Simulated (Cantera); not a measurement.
Charge: 1 mol Si(CH3)4, 0.006 mol C2H4, 1.6 mol H2, equilibrated at 10.5 Torr.

Method: chemical equilibrium by Gibbs-energy minimisation in Cantera with the NASA 1993 tables (ideal gas, pure condensed phases). Candidate condensed phases: C, C6H6, C7H8, C8H18, Si, SiC; 87 gas species. Kinetics and transport are ignored. All values below are at 2023 K.

Base state: H2 0.983, H 0.0159, C2H2 (acetylene) 0.000878, Si 0.000242, SiH 1.83e-5, SiC2 1.12e-5 (mole fractions); condensed: C(graphite) + SiC(s).

Problem. What changes in the equilibrium state with this change: Si(CH3)4 replaced by SiH4?

Solution. 
```tsv
species	before	after
H2	0.983	0.979
H	0.0159	0.0159
Si	0.000242	0.00406
C2H2 (acetylene)	0.000878	3.11e-6
Si2	1.58e-7	4.45e-5
SiC2	1.12e-5	6.65e-7
Si2C	7.31e-6	0.000123
C(graphite), mol	3.00	0
SiC(s), mol	0.998	0.0115
Si(l), mol	0	0.971
```
Mutual solubility and eutectic melting of coexisting phases are not modelled. Gases not in the tables: Si2H6 and higher silanes.
